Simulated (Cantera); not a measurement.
A Cantera script and what it prints.

```python
import numpy as np
import cantera as ct

gas_names = [...]  # 136 gases of nasa_gas.yaml made of C, H, N, O
cond_names = """
    C(gr) C6H6(L) C7H8(L) C8H18(L),n-octa H2O(s) H2O(L)
""".split()


# ... load() reads the species with a 1 bar reference pressure and builds the phases ...
atoms = {
    'C6H6': {'C': 6, 'H': 6},
    'NH3': {'N': 1, 'H': 3},
    'H2O': {'H': 2, 'O': 1},
}
top_T = {'C(gr)': 4500}  # K; cautious upper limits of use, not melting points


# ... equilibrate(T, P, feed) seeds the gas with the atoms and calls Mixture.equilibrate('TP', solver="vcs", rtol=1e-11, max_steps=5000) ...
results = []
feed = {'C6H6': 1, 'NH3': 0.031, 'H2O': 0.47}  # mol
P = 680000  # Pa
for T in [825, 925, 1025, 1125, 1225, 1325, 1425, 1525, 1625, 1725, 1825, 1925]:
    mix = equilibrate(T, P, feed)
    results.append((T, P, feed, dict(zip(mix.species_names, mix.species_moles))))
    x = sorted(zip(gas.X, gas.species_names), reverse=True)
    print(f"T = {T:g} K  P = {P:g} Pa  gas = {mix.phase_moles(0):.4g} mol")
    print("   x: " + "  ".join(f"{s} {v:.3e}" for v, s in x if v > 1e-05))
    print("   condensed (mol): " + ("  ".join(f"{mix.phase(i).name} {mix.phase_moles(i):.4g}"
          for i in range(1, mix.n_phases) if mix.phase_moles(i) > 1e-12) or "none"))
```

Output:

```
T = 825 K  P = 680000 Pa  gas = 2.358 mol
   x: CH4 5.175e-01  H2 2.900e-01  H2O 1.655e-01  CO2 1.355e-02  CO 6.651e-03  N2 6.472e-03  NH3 2.000e-04  C2H6 2.562e-05
   condensed (mol): C(gr) 4.732
T = 925 K  P = 680000 Pa  gas = 2.686 mol
   x: H2 4.787e-01  CH4 3.536e-01  H2O 1.231e-01  CO 2.544e-02  CO2 1.323e-02  N2 5.687e-03  NH3 1.689e-04  C2H6 2.263e-05
   condensed (mol): C(gr) 4.946
T = 1025 K  P = 680000 Pa  gas = 3.106 mol
   x: H2 6.447e-01  CH4 2.078e-01  H2O 7.179e-02  CO 6.172e-02  CO2 8.912e-03  N2 4.929e-03  NH3 1.224e-04  C2H6 1.464e-05
   condensed (mol): C(gr) 5.135
T = 1125 K  P = 680000 Pa  gas = 3.49 mol
   x: H2 7.532e-01  CH4 1.113e-01  CO 9.581e-02  H2O 3.155e-02  N2 4.399e-03  CO2 3.649e-03  NH3 8.183e-05
   condensed (mol): C(gr) 5.264
T = 1225 K  P = 680000 Pa  gas = 3.732 mol
   x: H2 8.121e-01  CO 1.115e-01  CH4 5.889e-02  H2O 1.211e-02  N2 4.123e-03  CO2 1.133e-03  NH3 5.447e-05
   condensed (mol): C(gr) 5.36
T = 1325 K  P = 680000 Pa  gas = 3.857 mol
   x: H2 8.421e-01  CO 1.163e-01  CH4 3.237e-02  H2O 4.794e-03  N2 3.992e-03  CO2 3.555e-04  NH3 3.733e-05  HCN 1.512e-05
   condensed (mol): C(gr) 5.425
T = 1425 K  P = 680000 Pa  gas = 3.919 mol
   x: H2 8.574e-01  CO 1.176e-01  CH4 1.883e-02  N2 3.924e-03  H2O 2.082e-03  CO2 1.256e-04  HCN 3.512e-05  NH3 2.657e-05  C2H4 1.107e-05
   condensed (mol): C(gr) 5.465
T = 1525 K  P = 680000 Pa  gas = 3.952 mol
   x: H2 8.655e-01  CO 1.178e-01  CH4 1.162e-02  N2 3.875e-03  H2O 9.975e-04  HCN 7.282e-05  CO2 5.044e-05  NH3 1.960e-05  C2H4 1.371e-05  C2H2,acetylene 1.046e-05
   condensed (mol): C(gr) 5.488
T = 1625 K  P = 680000 Pa  gas = 3.97 mol
   x: H2 8.700e-01  CO 1.178e-01  CH4 7.569e-03  N2 3.826e-03  H2O 5.215e-04  HCN 1.375e-04  C2H2,acetylene 3.094e-05  H 2.524e-05  CO2 2.272e-05  C2H4 1.643e-05  NH3 1.493e-05
   condensed (mol): C(gr) 5.501
T = 1725 K  P = 680000 Pa  gas = 3.98 mol
   x: H2 8.726e-01  CO 1.178e-01  CH4 5.171e-03  N2 3.764e-03  H2O 2.939e-04  HCN 2.402e-04  C2H2,acetylene 8.040e-05  H 6.653e-05  C2H4 1.920e-05  NH3 1.168e-05  CO2 1.127e-05
   condensed (mol): C(gr) 5.509
T = 1825 K  P = 680000 Pa  gas = 3.987 mol
   x: H2 8.740e-01  CO 1.177e-01  CH4 3.682e-03  N2 3.679e-03  HCN 3.926e-04  C2H2,acetylene 1.877e-04  H2O 1.765e-04  H 1.579e-04  C2H4 2.200e-05  HNC 1.575e-05  CH3 1.343e-05
   condensed (mol): C(gr) 5.513
T = 1925 K  P = 680000 Pa  gas = 3.991 mol
   x: H2 8.745e-01  CO 1.176e-01  N2 3.562e-03  CH4 2.717e-03  HCN 6.055e-04  C2H2,acetylene 4.004e-04  H 3.428e-04  H2O 1.119e-04  HNC 2.987e-05  C2H4 2.481e-05  CH3 2.128e-05
   condensed (mol): C(gr) 5.514
```

These are equilibrium values from Cantera (NASA tables, ideal gas, pure condensed phases), not measurements of a reactor.
